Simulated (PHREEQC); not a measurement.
# Silver or lead bath

Consider water at 26 °C with 1.76 mmol/kgw Pb(NO3)2, 0.026 mmol/kgw KNO3 and 6.4 mmol/kgw Zn(NO3)2. Closed to the air; pH follows from the charge balance.

All values are PHREEQC results (ion-association model, phreeqc.dat), not measurements.

```
Quantity                       Value
--------------------  --------------
pH                              5.32
ionic strength        0.0241 mol/kgw
specific conductance      1820 µS/cm
```

| species | molality | activity | log γ |
|---|---|---|---|
| NO3- | 0.0161 | 0.0138 | -0.069 |
| Zn+2 | 0.00640 | 0.00358 | -0.253 |
| Pb+2 | 0.00155 | 0.000854 | -0.260 |
| PbNO3+ | 0.000202 | 0.000174 | -0.065 |
| K+ | 2.60e-5 | 2.23e-5 | -0.067 |
| H+ | 5.38e-6 | 4.74e-6 | -0.054 |
| PbOH+ | 4.07e-6 | 3.51e-6 | -0.065 |

This is a speciation only: nothing precipitates in the calculation. Complexes and solids missing from the database can't appear.
